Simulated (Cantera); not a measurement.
What does this Cantera script print?

```python
import numpy as np
import cantera as ct

gas = ct.Solution("gri30.yaml")


def delay(T, t_max=10):
    gas.TPX = T, 1000000, {'CO': 1, 'H2': 1.4, 'CH4': 0.53, 'O2': 0.73, 'N2': 6.1}
    reactor = ct.IdealGasReactor(gas, clone=False)
    net = ct.ReactorNet([reactor])
    net.rtol, net.atol = 1e-8, 1e-16
    while net.time < t_max:
        t_old, T_old = net.time, reactor.T
        net.step()
        if reactor.T > T + 400:  # ignition: a rise of 400 K
            return t_old + (T + 400 - T_old) / (reactor.T - T_old) * (net.time - t_old)
    return np.nan


taus = []
for T in [1225, 1325, 1425, 1525, 1625, 1725]:
    taus.append(delay(T))
    print(f"T0 = {T:6g} K   tau = {taus[-1]:.4e} s")
```

It prints:

```
T0 =   1225 K   tau = 1.4288e-04 s
T0 =   1325 K   tau = 6.8248e-05 s
T0 =   1425 K   tau = 3.6946e-05 s
T0 =   1525 K   tau = 2.1184e-05 s
T0 =   1625 K   tau = 1.2710e-05 s
T0 =   1725 K   tau = 7.9627e-06 s
```

Computed with Cantera and GRI-Mech 3.0 (53 species, 325 reactions).
